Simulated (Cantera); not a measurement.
An adiabatic, constant-volume homogeneous reactor starts with C₂H₄ : O₂ : N₂ : CO₂ = 1 : 4.84 : 18.2 : 2.7 (molar parts), at 1375 K and 100000 Pa. Integrator tolerance rtol = 1e-08.

Cantera simulation using GRI-Mech 3.0 (53 species, 325 reactions); the numbers are that mechanism's predictions, not measurements. GRI-Mech 3.0 was tuned for natural gas; its chemistry of ethylene as a main component is partial and can be far from experiment.

Task: What does this change do: N2 18.2 to 28 parts?

Result: 
```csv
quantity,before,after
time of steepest temperature rise,74.4 µs,93.7 µs
temperature at 0.100 s,2566 K,2393 K
equilibrium temperature,2566 K,2393 K
x(C₂H₄) at 0.100 s,<1e-12 (gas-phase equilibrium <1e-12),<1e-12 (gas-phase equilibrium <1e-12)
x(O₂) at 0.100 s,0.0686 (gas-phase equilibrium 0.0686),0.0484 (gas-phase equilibrium 0.0483)
x(CO₂) at 0.100 s,0.151 (gas-phase equilibrium 0.151),0.119 (gas-phase equilibrium 0.119)
x(CH₄) at 0.100 s,<1e-12 (gas-phase equilibrium <1e-12),<1e-12 (gas-phase equilibrium <1e-12)
x(C₂H) at 0.100 s,<1e-12 (gas-phase equilibrium <1e-12),<1e-12 (gas-phase equilibrium <1e-12)
x(C₂H₂) at 0.100 s,<1e-12 (gas-phase equilibrium <1e-12),<1e-12 (gas-phase equilibrium <1e-12)
```

Task: What does this change do: CO2 2.7 to 1.2 parts?

Result: 
```tsv
quantity	before	after
time of steepest temperature rise	74.4 µs	71.1 µs
temperature at 0.100 s	2566 K	2650 K
equilibrium temperature	2566 K	2650 K
x(C₂H₄) at 0.100 s	<1e-12 (gas-phase equilibrium <1e-12)	<1e-12 (gas-phase equilibrium <1e-12)
x(O₂) at 0.100 s	0.0686 (gas-phase equilibrium 0.0686)	0.0700 (gas-phase equilibrium 0.0700)
x(CO₂) at 0.100 s	0.151 (gas-phase equilibrium 0.151)	0.103 (gas-phase equilibrium 0.103)
x(CH₄) at 0.100 s	<1e-12 (gas-phase equilibrium <1e-12)	<1e-12 (gas-phase equilibrium <1e-12)
x(C₂H) at 0.100 s	<1e-12 (gas-phase equilibrium <1e-12)	<1e-12 (gas-phase equilibrium <1e-12)
x(C₂H₂) at 0.100 s	<1e-12 (gas-phase equilibrium <1e-12)	<1e-12 (gas-phase equilibrium <1e-12)
```
